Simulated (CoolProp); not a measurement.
R152A along the isobar 62 bar: fugacity coefficient from the reference equation and from simpler models built on Tc = 386.4 K, pc = 45.17 bar, ω = 0.275; each cubic takes its own stable root.

The numbers come from the reference Helmholtz-energy equation of state, Outcalt 1996 in CoolProp. It is a modified Benedict-Webb-Rubin equation, recast in Helmholtz form.

| T (K) | phase | reference |
|---|---|---|
| 230.3 | liquid | 0.007844 |
| 257.3 | liquid | 0.02648 |
| 284.2 | liquid | 0.06693 |
| 311.2 | liquid | 0.1379 |
| 338.2 | liquid | 0.2429 |
| 365.1 | liquid | 0.3778 |
| 392.1 | supercritical | 0.5298 |
| 419.1 | supercritical | 0.6503 |
| 446.1 | supercritical | 0.7233 |
| 473 | supercritical | 0.7772 |
| 500 | supercritical | 0.8196 |

Problem. How far does each simpler model (Redlich-Kwong, Soave-Redlich-Kwong, Peng-Robinson) lie from the reference over these 11 states: mean and median of the absolute difference, and the worst?

Solution. 
- Redlich-Kwong: mean 31.3 %, median 12.6 %, worst +120.8 % at 230.3 K and 62 bar
- Soave-Redlich-Kwong: mean 4.8 %, median 4.5 %, worst +7.9 % at 338.2 K and 62 bar
- Peng-Robinson: mean 1.8 %, median 1.5 %, worst +3.2 % at 338.2 K and 62 bar
